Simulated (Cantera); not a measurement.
Charge: 1 mol Si, 1.8 mol H₂, 1 mol Cl₂, 0.00023 mol O₂, held at 17.0 bar.

Method: chemical equilibrium by Gibbs-energy minimisation in Cantera with the NASA 1993 tables (ideal gas, pure condensed phases). Candidate condensed phases: H₂O, Si, SiO₂; 30 gas species. Mutual solubility and eutectic melting of coexisting phases are not modelled. The tables' values for SiCl₃ are old estimates; treat these amounts as uncertain. The tables hold silica as quartz up to 1696 K and as liquid above; real silica turns to tridymite and cristobalite and melts near 1996 K. Kinetics and transport are ignored.

x: gas mole fraction; n: condensed amount in mol.

| T (°C) | x H₂ | x SiHCl₃ | x SiCl₄ | x HCl | x SiCl₃ | x SiH₂Cl₂ | n Si(s) | n SiO₂(α-quartz) | n SiO₂(β-quartz) |
|---|---|---|---|---|---|---|---|---|---|
| 377 | 0.736 | 0.135 | 0.120 | 5.29e-5 | 6.37e-7 | 0.00886 | 0.415 | 0.000230 | 0 |
| 477 | 0.736 | 0.131 | 0.122 | ? | 8.71e-6 | ? | 0.416 | 0.000230 | 0 |
| 577 | 0.736 | 0.127 | 0.125 | 0.00120 | 6.40e-5 | 0.0113 | 0.417 | 0 | 0.000230 |
| 677 | 0.735 | 0.123 | 0.126 | 0.00346 | 0.000307 | 0.0121 | 0.419 | 0 | 0.000230 |
| 777 | 0.732 | 0.119 | 0.126 | ? | 0.00108 | 0.0127 | 0.423 | 0 | 0.000230 |
| 877 | 0.727 | 0.114 | 0.125 | 0.0162 | 0.00301 | 0.0131 | 0.427 | 0 | 0.000230 |
| 977 | 0.719 | 0.108 | 0.121 | 0.0286 | 0.00696 | 0.0131 | 0.432 | 0 | 0.000230 |
| 1077 | 0.706 | 0.0996 | 0.113 | 0.0458 | 0.0138 | 0.0128 | 0.437 | 0 | 0.000228 |

**Question.** What belongs in the gaps?

**Answer.** 
- 477, x HCl: 0.000312
- 477, x SiH₂Cl₂: 0.0102
- 777, x HCl: 0.00809
